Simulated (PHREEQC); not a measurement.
Make-up at 25 °C: 2.8 mmol/kgw FeSO4 and 0.049 mmol/kgw ZnCl2. Closed to the air; pH follows from the charge balance.

Equilibrium calculation in PHREEQC: ion-association model, wateq4f.dat.

Precipitation was switched off in this run.

**Question.** Order these Zn species by the share of Zn that they hold, largest first: Zn+2, Zn(SO4)2-2, ZnSO4.

**Answer.** Zn+2 (80 %), ZnSO4 (20 %), Zn(SO4)2-2 (0.38 %)

**Question.** Order these S species by the share of S that they hold, largest first: FeSO4, SO4-2, ZnSO4.

**Answer.** SO4-2 (84 %), FeSO4 (16 %), ZnSO4 (0.35 %)

The pH is 6.16 and the ionic strength 0.00951 mol/kgw.
